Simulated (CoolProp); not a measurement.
Carbonyl sulfide at 268.8 K and 0.283 MPa is throttled through a valve to 0.092 MPa with no heat exchange. Each further row changes one setting.

Computed with CoolProp (reference Helmholtz-energy equation of state, Lemmon 2006). It is a short technical equation, of lower accuracy than the large ones.

```
case                        temperature change (K)  final density (kg/m³)
--------------------------  ----------------------  ---------------------
as stated                                      [?]                    [?]
outlet pressure 0.0276 MPa                     [?]                    [?]
outlet pressure 0.12 MPa                       [?]                    [?]
```

Fill in the missing entries.


- as stated, temperature change (K): -5.2
- as stated, final density (kg/m³): 2.56
- outlet pressure 0.0276 MPa, temperature change (K): -7.0
- outlet pressure 0.0276 MPa, final density (kg/m³): 0.765
- outlet pressure 0.12 MPa, temperature change (K): -4.5
- outlet pressure 0.12 MPa, final density (kg/m³): 3.34
